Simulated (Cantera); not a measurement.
Feed: 1 mol SiC, 0.001 mol H2O, 30 mol N2, 0.013 mol O2, at 1102 °C and 0.330 bar.

Cantera equilibrium calculation (NASA polynomials, part measured and part estimated; ideal gas, pure solids and liquids). Candidate condensed phases: C, C6H6, C7H8, C8H18, H2O, Si, SiC, SiO2, Si2N2O, Si3N4; 151 gas species. N2 is the only nitrogen source here; it is nearly inert below about 1500 K, so the nitride shown seldom forms there in practice. Mutual solubility and eutectic melting of coexisting phases are not modelled. Kinetics and transport are ignored.

Base state: N2 1.000, H2 3.29e-5, CO 1.71e-5 (mole fractions); condensed: C(graphite) + Si2N2O(s) + Si3N4(s).

### Question
What changes in the equilibrium state with this change: pressure from 0.330 bar to 1.33 mbar?

### Answer
| species | before | after |
|---|---|---|
| N2 | 1.000 | 0.999 |
| CO | 1.71e-5 | 0.000598 |
| H2 | 3.29e-5 | 3.26e-5 |
| C(graphite), mol | 0.999 | 0 |
| Si2N2O(s), mol | 0.0265 | 0.00891 |
| Si3N4(s), mol | 0.316 | 0 |
| SiC(s), mol | 0 | 0.982 |

### Question
What changes in the equilibrium state with this change: pressure from 0.330 bar to 45.0 Pa?

### Answer
```
species            before     after
----------------  -------  --------
N2                  1.000     0.999
CO                1.71e-5  0.000593
H2                3.29e-5   3.27e-5
SiO               2.02e-9   2.07e-5
C(graphite), mol    0.999         0
Si2N2O(s), mol     0.0265   0.00859
Si3N4(s), mol       0.316         0
SiC(s), mol             0     0.982
```
